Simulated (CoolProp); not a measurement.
Vapour-liquid equilibrium of R13 (1) + isobutane (2) at 0.029 MPa; x and y are mole fractions of (1).

Model: multi-fluid Helmholtz-energy mixture model, Platzer 1990 and Bücker 2006; pair parameters Bell 2016, in CoolProp. This equation is an older, rougher fit; its heat capacities, sound speeds and derivatives of the liquid may be far off and weren't checked against measurements.

Give the bubble temperature and the first vapour's composition at x = 0.05, 0.8, 0.95. Is there an azeotrope?

x = 0.05: 208.1 K, y = 0.778; x = 0.8: 173.7 K, y = 0.994; x = 0.95: 171.9 K, y = 0.998. No azeotrope shows between x = 0.05 and 0.95.

Pair parameters are fitted to limited data, so mixtures are less certain than the pure fluids. With so large a gap from Raoult's law the liquid may split in two, which this calculation doesn't test in full.
